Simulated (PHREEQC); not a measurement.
# Alkaline etch or developer

Consider water at 55 °C with 0.039 mol/kgw NH3, 8e-05 mol/kgw CO2 and 0.00032 mol/kgw Na2CO3. Closed to the air; pH follows from the charge balance.

Equilibrium calculation in PHREEQC: ion-association model, phreeqc.dat.

Each row changes one thing in this solution. No solid was allowed to form.

```tsv
case	pH	ionic strength (mol/kgw)	NH4+ (mol/kgw)	HCO3- (mol/kgw)	NaHCO3 (mol/kgw)	CO2 (mol/kgw)
as made	10.07	0.00169	0.000871	0.000201	5.56e-8	3.12e-8
CO2 from 8e-05 to 4e-05 mol/kgw	10.09	0.00165	0.000843	0.000178	4.94e-8	2.68e-8
Na2CO3 replaced by NaHCO3 at the same molality	10.00	0.00152	0.00103	0.000220	3.07e-8	4.07e-8
temperature from 55 to 20 °C	11.05	0.00187	0.000900	6.19e-5	2.08e-8	1.28e-9
NH3 from 0.039 to 0.0195 mol/kgw	9.94	0.00138	0.000589	0.000233	6.53e-8	4.99e-8
CO2 from 8e-05 to 0.0004 mol/kgw	9.97	0.00204	0.00111	0.000403	1.10e-7	7.98e-8
0.0021 mol/kgw KHSO4 added	9.66	0.00714	0.00230	0.000280	7.07e-8	1.09e-7
NH3 replaced by (NH4)2SiF6 at the same molality	3.26	0.117	0.0780	5.00e-7	8.81e-11	0.000400
```

Complexes and solids missing from the database can't appear. Some of these states are supersaturated (in Quartz (slow to form), Chalcedony (slow to form), for instance). At this temperature some constants are extrapolated from 25 °C, and those without enthalpy data are left unchanged.
